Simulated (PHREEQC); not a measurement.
Solution (45 °C): 0.0015 mol HF, 0.012 mol NiCl2 and 0.0076 mol MnSO4 per kg of water. Closed to the air; pH follows from the charge balance.

The numbers come from PHREEQC with the ion-association model, wateq4f.dat.

Each row changes one thing in this solution. Precipitation was switched off in this run.

```json
[
 {"case": "as made", "pH": "3.27", "ionic strength (mol/kgw)": "0.0530", "Mn+2 (mol/kgw)": "0.00601", "SO4-2 (mol/kgw)": "0.00427", "MnSO4 (mol/kgw)": "0.00132", "F- (mol/kgw)": "0.000740"},
 {"case": "NiCl2 from 0.012 to 0.0012 mol/kgw", "pH": "3.31", "ionic strength (mol/kgw)": "0.0247", "Mn+2 (mol/kgw)": "0.00547", "SO4-2 (mol/kgw)": "0.00498", "MnSO4 (mol/kgw)": "0.00209", "F- (mol/kgw)": "0.000773"},
 {"case": "MnSO4 from 0.0076 to 0.00684 mol/kgw", "pH": "3.27", "ionic strength (mol/kgw)": "0.0514", "Mn+2 (mol/kgw)": "0.00548", "SO4-2 (mol/kgw)": "0.00386", "MnSO4 (mol/kgw)": "0.00111", "F- (mol/kgw)": "0.000734"},
 {"case": "diluted 10-fold with water", "pH": "3.97", "ionic strength (mol/kgw)": "0.00618", "Mn+2 (mol/kgw)": "0.000699", "SO4-2 (mol/kgw)": "0.000617", "MnSO4 (mol/kgw)": "5.59e-5", "F- (mol/kgw)": "0.000122"},
 {"case": "HF from 0.0015 to 0.015 mol/kgw", "pH": "2.65", "ionic strength (mol/kgw)": "0.0551", "Mn+2 (mol/kgw)": "0.00607", "SO4-2 (mol/kgw)": "0.00398", "MnSO4 (mol/kgw)": "0.00121", "F- (mol/kgw)": "0.00293"},
 {"case": "NiCl2 replaced by ZnCl2 at the same molality", "pH": "3.27", "ionic strength (mol/kgw)": "0.0515", "Mn+2 (mol/kgw)": "0.00606", "SO4-2 (mol/kgw)": "0.00399", "MnSO4 (mol/kgw)": "0.00126", "F- (mol/kgw)": "0.000740"},
 {"case": "temperature from 45 to 60 °C", "pH": "3.34", "ionic strength (mol/kgw)": "0.0522", "Mn+2 (mol/kgw)": "0.00585", "SO4-2 (mol/kgw)": "0.00404", "MnSO4 (mol/kgw)": "0.00149", "F- (mol/kgw)": "0.000694"},
 {"case": "NiCl2 replaced by LiCl at the same molality", "pH": "3.31", "ionic strength (mol/kgw)": "0.0345", "Mn+2 (mol/kgw)": "0.00554", "SO4-2 (mol/kgw)": "0.00531", "MnSO4 (mol/kgw)": "0.00191", "F- (mol/kgw)": "0.000788"},
 {"case": "HF from 0.0015 to 0.0075 mol/kgw", "pH": "2.83", "ionic strength (mol/kgw)": "0.0542", "Mn+2 (mol/kgw)": "0.00604", "SO4-2 (mol/kgw)": "0.00410", "MnSO4 (mol/kgw)": "0.00126", "F- (mol/kgw)": "0.00201"}
]
```

At this temperature some constants are extrapolated from 25 °C, and those without enthalpy data are left unchanged.
